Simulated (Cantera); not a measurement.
Input: 1 mol AlCl₃, 0.96 mol NH₃, 130 mol H₂, held at 1330 Pa.

Cantera equilibrium calculation (NASA polynomials, part measured and part estimated; ideal gas, pure solids and liquids). Candidate condensed phases: Al, AlCl₃, AlN, NH₄Cl; 20 gas species. Rates play no part.

Problem. What share of the Al ends up in condensed phases as a function of T (K), at 1323, 1373, 1423, 1473, 1523, 1573, 1623, 1673?

Solution. 
```tsv
T (K)	Al condensed (%)	as
1323	64.3	AlN(s)
1373	53.6	AlN(s)
1423	32.5	AlN(s)
1473	0.0	-
1523	0.0	-
1573	0.0	-
1623	0.0	-
1673	0.0	-
```
